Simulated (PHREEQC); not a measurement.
Solution (25 °C): 0.092 mol HNO3, 7.7e-05 mol H4SiO4 and 0.0016 mol KH2PO4 per kg of water. Closed to the air; pH follows from the charge balance.

Model: ion-association model, phreeqc.dat, run in PHREEQC.

The pH is 1.12 and the ionic strength is 0.0922 mol/kgw. The specific conductance is 32200 µS/cm. The density is 1.000 g/cm³ and the total alkalinity is -92.0 meq/kg.

```json
[
 {"species": "NO3-", "molality": "0.0920", "activity": "0.0699", "log γ": "-0.119"},
 {"species": "H+", "molality": "0.0906", "activity": "0.0751", "log γ": "-0.082"},
 {"species": "K+", "molality": "0.00160", "activity": "0.00123", "log γ": "-0.113"},
 {"species": "H3PO4", "molality": "0.00143", "activity": "0.00146", "log γ": "0.009"},
 {"species": "H2PO4-", "molality": "0.000167", "activity": "0.000132", "log γ": "-0.101"},
 {"species": "H4SiO4", "molality": "7.70e-5", "activity": "7.87e-5", "log γ": "0.009"}
]
```

No solid was allowed to form. Species that the database lacks are ignored.
